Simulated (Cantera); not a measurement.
A freely propagating, adiabatic, planar premixed flame of H2 : O2 : N2 : H2O = 1 : 0.185 : 0.722 : 0.49 (molar parts), unburnt at 550 K and 4.00 bar; mixture-averaged transport, grid criteria slope 0.08 and curve 0.16, no radiation.

Cantera simulation using the H2/O2 subset of GRI-Mech 3.0, which has no nitrogen chemistry; the numbers are that mechanism's predictions, not measurements. The hydrogen kinetics of GRI-Mech 3.0 are dated; newer H2 mechanisms differ, most at raised pressure. Burning velocities carry a grid error of a few per cent, more on coarse grids.

Q: Predict: laminar burning velocity; thermal thickness; peak x(OH); peak x(O); peak x(H2O2).

A: 
```
Quantity                     Result
------------------------  ---------
laminar burning velocity   228 cm/s
thermal thickness         0.0927 mm
peak x(OH)                 0.000611
peak x(O)                  0.000223
peak x(H2O2)               0.000138
```
